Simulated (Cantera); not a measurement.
Input: 1 mol Si3N4, 0.037 mol H2, 0.0073 mol C, at 1.50 Pa.

Equilibrium computed with Cantera from the NASA thermochemical tables; the gas is ideal and each condensed phase is pure. Candidate condensed phases: C, C6H6, C7H8, C8H18, Si, SiC, Si3N4; 105 gas species. The tables' values for SiN are old estimates; treat these amounts as uncertain. Rates play no part. All values below are at 2500 K.

Base state: Si 0.590, N2 0.394, H 0.0146, CN 0.000598, C 0.000397, SiC2 0.000196, SiN 0.000144, N 4.73e-5 (mole fractions); condensed: gas only.

Question: What changes in the equilibrium state with this change: H2 from 0.037 to 0.027 mol?

Answer: 
```tsv
species	before	after
Si	0.590	0.593
N2	0.394	0.395
H	0.0146	0.0107
Si2C	2.36e-5	2.38e-5
SiC2	0.000196	0.000198
```
